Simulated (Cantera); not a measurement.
Input: 1 mol Al, 0.058 mol H₂O, 20 mol N₂, at 0.720 bar.

Equilibrium computed with Cantera from the NASA thermochemical tables; the gas is ideal and each condensed phase is pure. Candidate condensed phases: Al, AlN, Al₂O₃, H₂O; 35 gas species. Mutual solubility and eutectic melting of coexisting phases are not modelled. Equilibrium is a limit: real reactors are often held back by kinetics, nucleation or transport. All values below are at 875 °C.

Base state: N₂ 0.997, H₂ 0.00296 (mole fractions); condensed: AlN(s) + Al₂O₃(s).

Task: What changes in the equilibrium state with this change: Al replaced by Pb?

Result: 
```tsv
species	before	after
N₂	0.997	0.997
H₂O	6.39e-9	0.00289
Pb	0	0.000389
H₂	0.00296	4.56e-6
AlN(s), mol	0.961	0
Al₂O₃(s), mol	0.0193	0
Pb(l), mol	0	0.992
```
Further candidate phases: Pb, PbO, PbO₂, Pb₃O₄.
